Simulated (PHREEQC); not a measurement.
Solution (56 °C): 52 mmol/kgw NaHCO3 and 0.032 mmol/kgw KOH. Closed to the air; pH follows from the charge balance.

Computed with PHREEQC (ion-association model, phreeqc.dat).

No solid was allowed to form.

### Question
Predict the pH, ionic strength, specific conductance.

### Answer
pH 7.83; ionic strength 0.0509 mol/kgw; specific conductance 7370 µS/cm.

### Question
In which forms is Na present?

### Answer
Na+ 97 %, NaHCO3 1.5 %, NaCO3- 1.4 % of the Na.

Away from 25 °C the constants follow the database's enthalpies or fits; those with neither stay at their 25 °C values.
